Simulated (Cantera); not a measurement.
Charge: 1 mol SiH₂Cl₂, 45 mol NH₃, 36 mol H₂, 22 mol N₂, held at 10.0 Torr.

Method: chemical equilibrium by Gibbs-energy minimisation in Cantera with the NASA 1993 tables (ideal gas, pure condensed phases). Candidate condensed phases: NH₄Cl, Si, Si₃N₄; 28 gas species. The tables' values for SiCl are old estimates; treat these amounts as uncertain. Gases not in the tables: Si₂H₆ and higher silanes. Equilibrium is a limit: real reactors are often held back by kinetics, nucleation or transport.

x: gas mole fraction; n: condensed amount in mol.

| T (K) | x H₂ | x N₂ | x HCl | x H | x SiCl₂ | x Si | n Si₃N₄(s) | n Si(l) |
|---|---|---|---|---|---|---|---|---|
| 925 | 0.693 | 0.294 | 0.0134 | 1.88e-9 | 8.55e-11 | <1e-12 | 0.333 | 0 |
| 1025 | 0.693 | 0.294 | 0.0134 | 3.14e-8 | 2.48e-9 | <1e-12 | 0.333 | 0 |
| 1125 | 0.693 | 0.294 | 0.0134 | 3.20e-7 | 3.93e-8 | <1e-12 | 0.333 | 0 |
| 1225 | 0.693 | 0.294 | 0.0134 | 2.25e-6 | 3.93e-7 | <1e-12 | 0.333 | 0 |
| 1325 | 0.693 | 0.294 | 0.0134 | 1.18e-5 | 2.76e-6 | ___ | 0.333 | 0 |
| 1425 | 0.693 | 0.294 | 0.0134 | 4.92e-5 | 1.45e-5 | ___ | 0.333 | 0 |
| 1525 | 0.693 | 0.294 | 0.0133 | 0.000171 | 6.05e-5 | ___ | 0.330 | 0 |
| 1625 | 0.693 | 0.294 | 0.0130 | 0.000509 | 0.000203 | ___ | 0.323 | 0 |
| 1725 | 0.692 | 0.294 | 0.0122 | 0.00134 | 0.000547 | ___ | 0.301 | 0 |
| 1825 | 0.688 | 0.296 | 0.0120 | 0.00316 | 0.000623 | ___ | 0 | 0.833 |

Task: Fill in the missing entries.

Result: 
- 1325, x Si: 2.75e-11
- 1425, x Si: 2.26e-9
- 1525, x Si: 1.03e-7
- 1625, x Si: 2.92e-6
- 1725, x Si: 5.57e-5
- 1825, x Si: 0.000341
